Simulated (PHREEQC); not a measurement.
Solution (25 °C): 0.02 mol HF, 0.0031 mol NaOH and 3.1e-05 mol NaCl per kg of water. Closed to the air; pH follows from the charge balance.

The numbers come from PHREEQC with the ion-association model, wateq4f.dat.

- pH = 2.70
- ionic strength = 0.00524 mol/kgw
- total alkalinity = -16.9 meq/kg

| species | molality | activity | log γ |
|---|---|---|---|
| HF | 0.0136 | 0.0136 | 0.001 |
| F- | 0.00495 | 0.00458 | -0.034 |
| Na+ | 0.00312 | 0.00289 | -0.033 |
| H+ | 0.00212 | 0.00198 | -0.030 |
| H2F2 | 0.000480 | 0.000481 | 0.001 |
| HF2- | 0.000258 | 0.000239 | -0.034 |
| Cl- | 3.10e-5 | 2.87e-5 | -0.034 |
| NaF | 7.61e-6 | 7.62e-6 | 0.001 |

No solid was allowed to form.
